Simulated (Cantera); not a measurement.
# Premixed flame

A freely propagating, adiabatic, planar premixed flame of 32.6 % H₂, 9.77 % O₂, 57.7 % N₂, equivalence ratio 1.7, unburnt at 625 K and 0.370 bar; mixture-averaged transport, grid criteria slope 0.08 and curve 0.16, no radiation.

Cantera simulation using the H2/O2 subset of GRI-Mech 3.0, which has no nitrogen chemistry; the numbers are that mechanism's predictions, not measurements. Burning velocities carry a grid error of a few per cent, more on coarse grids.

```
z (mm)  T (K)  u (m/s)   x H₂      x O₂       x O       x H    x HO₂   x H₂O₂
------  -----  -------  -----  --------  --------  --------  -------  -------
-5.51     625     6.27  0.326    0.0977     <1e-8     <1e-8    <1e-8    <1e-8
-3.67     625     6.27  0.326    0.0977     <1e-8     <1e-8    <1e-8    <1e-8
-2.75     625     6.27  0.326    0.0977     <1e-8     <1e-8  1.39e-8    <1e-8
-1.84     625     6.27  0.326    0.0977     <1e-8   6.46e-7  1.73e-6    <1e-8
-0.918    644     6.44  0.323    0.0973   1.58e-5  0.000577  8.14e-5  1.24e-6
-0.459    797     7.87  0.296    0.0919  0.000306   0.00959  5.08e-5  1.34e-6
0        1136     11.0  0.196    0.0552   0.00359    0.0527  2.10e-5  6.73e-7
0.459    1370     13.1  0.116    0.0115   0.00404    0.0826  4.21e-6  5.43e-7
0.918    1468     13.9  0.106   0.00332   0.00290    0.0810  1.14e-6  4.26e-7
1.84     1571     14.8  0.110   0.00196   0.00237    0.0694  6.14e-7  3.19e-7
3.67     1683     15.7  0.117   0.00139   0.00179    0.0554  4.02e-7  1.98e-7
7.34     1792     16.6  0.124  0.000858   0.00116    0.0416  2.41e-7  1.07e-7
14.7     1888     17.4  0.129  0.000454  0.000640    0.0292  1.33e-7  5.39e-8
```
x: mole fraction of selected species; z is measured from the peak of heat release.

```json
{
 "laminar_burning_velocity": "627 cm/s",
 "thermal_thickness": "1.84 mm",
 "peak x(O)": "0.00467",
 "peak x(H)": "0.0837",
 "peak x(HO₂)": "8.17e-5",
 "peak x(H₂O₂)": "1.77e-6"
}
```
